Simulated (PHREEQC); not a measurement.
Make-up at 20 °C: 0.26 mol/kgw HNO3, 0.013 mol/kgw FeCl3 and 0.0048 mol/kgw CuCl2. Closed to the air; pH follows from the charge balance.

All values are PHREEQC results (ion-association model, wateq4f.dat), not measurements.

This is a speciation only: nothing precipitates in the calculation.

Problem. Order these Cl species by the share of Cl that they hold, largest first: FeCl2+, CuCl+, FeCl+2, Cl-.

Solution. Cl- (93 %), FeCl+2 (6.5 %), FeCl2+ (0.70 %), CuCl+ (0.25 %)

The pH is 0.69 and the ionic strength 0.342 mol/kgw. Saturation is exceeded, for instance for Hematite (slow to form); the values hold only as long as no solid forms. Species that the database lacks are ignored.
